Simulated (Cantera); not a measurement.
## Adiabatic ignition

An adiabatic, constant-volume homogeneous reactor starts with CH₃OH : O₂ : N₂ = 1 : 1.72 : 6.48 (molar parts), at 1000 K and 10.0 bar.

Model: GRI-Mech 3.0 (53 species, 325 reactions), integrated in Cantera. GRI-Mech 3.0 was tuned for natural gas; its chemistry of methanol as a main component is partial and can be far from experiment.

```json
[
 {"t (s)": "6.00e-6", "T (K)": "1000", "P (bar)": "10.0", "x CH₃OH": "0.109", "x O₂": "0.187", "x CH₂CO": "<1e-12", "x CH₄": "1.04e-11", "x OH": "<1e-12", "x C₂H": "<1e-12"},
 {"t (s)": "1.60e-5", "T (K)": "1000", "P (bar)": "10.0", "x CH₃OH": "0.109", "x O₂": "0.187", "x CH₂CO": "<1e-12", "x CH₄": "5.44e-11", "x OH": "<1e-12", "x C₂H": "<1e-12"},
 {"t (s)": "4.24e-5", "T (K)": "1000", "P (bar)": "10.0", "x CH₃OH": "0.109", "x O₂": "0.187", "x CH₂CO": "<1e-12", "x CH₄": "2.14e-10", "x OH": "<1e-12", "x C₂H": "<1e-12"},
 {"t (s)": "0.000113", "T (K)": "1000", "P (bar)": "10.0", "x CH₃OH": "0.109", "x O₂": "0.187", "x CH₂CO": "<1e-12", "x CH₄": "6.60e-10", "x OH": "<1e-12", "x C₂H": "<1e-12"},
 {"t (s)": "0.000300", "T (K)": "1000", "P (bar)": "10.0", "x CH₃OH": "0.109", "x O₂": "0.187", "x CH₂CO": "<1e-12", "x CH₄": "1.85e-9", "x OH": "<1e-12", "x C₂H": "<1e-12"},
 {"t (s)": "0.000799", "T (K)": "1000", "P (bar)": "10.0", "x CH₃OH": "0.109", "x O₂": "0.187", "x CH₂CO": "<1e-12", "x CH₄": "5.01e-9", "x OH": "<1e-12", "x C₂H": "<1e-12"},
 {"t (s)": "0.00212", "T (K)": "1000", "P (bar)": "10.0", "x CH₃OH": "0.109", "x O₂": "0.187", "x CH₂CO": "<1e-12", "x CH₄": "1.34e-8", "x OH": "<1e-12", "x C₂H": "<1e-12"},
 {"t (s)": "0.00565", "T (K)": "1000", "P (bar)": "10.0", "x CH₃OH": "0.109", "x O₂": "0.187", "x CH₂CO": "<1e-12", "x CH₄": "3.57e-8", "x OH": "<1e-12", "x C₂H": "<1e-12"},
 {"t (s)": "0.0150", "T (K)": "1000", "P (bar)": "10.0", "x CH₃OH": "0.109", "x O₂": "0.187", "x CH₂CO": "<1e-12", "x CH₄": "9.46e-8", "x OH": "<1e-12", "x C₂H": "<1e-12"},
 {"t (s)": "0.0400", "T (K)": "1000", "P (bar)": "10.0", "x CH₃OH": "0.109", "x O₂": "0.187", "x CH₂CO": "<1e-12", "x CH₄": "2.48e-7", "x OH": "6.51e-12", "x C₂H": "<1e-12"},
 {"t (s)": "0.106", "T (K)": "2832", "P (bar)": "30.3", "x CH₃OH": "<1e-12", "x O₂": "0.0240", "x CH₂CO": "<1e-12", "x CH₄": "<1e-12", "x OH": "0.0124", "x C₂H": "<1e-12"},
 {"t (s)": "0.283", "T (K)": "2832", "P (bar)": "30.3", "x CH₃OH": "<1e-12", "x O₂": "0.0240", "x CH₂CO": "<1e-12", "x CH₄": "<1e-12", "x OH": "0.0124", "x C₂H": "<1e-12"},
 {"t (s)": "0.752", "T (K)": "2832", "P (bar)": "30.3", "x CH₃OH": "<1e-12", "x O₂": "0.0240", "x CH₂CO": "<1e-12", "x CH₄": "<1e-12", "x OH": "0.0124", "x C₂H": "<1e-12"},
 {"t (s)": "2.00", "T (K)": "2832", "P (bar)": "30.3", "x CH₃OH": "<1e-12", "x O₂": "0.0240", "x CH₂CO": "<1e-12", "x CH₄": "<1e-12", "x OH": "0.0124", "x C₂H": "<1e-12"}
]
```
x: mole fraction; the columns are a selection and need not sum to one.

The time of steepest temperature rise is 87.3 ms, the temperature at 2.00 s is 2832 K and the equilibrium temperature comes out as 2832 K. The x(CH₃OH) at 2.00 s comes out as <1e-12 (gas-phase equilibrium <1e-12) and the x(O₂) at 2.00 s comes out as 0.0240 (gas-phase equilibrium 0.0240). The x(CH₂CO) at 2.00 s is <1e-12 (gas-phase equilibrium <1e-12).
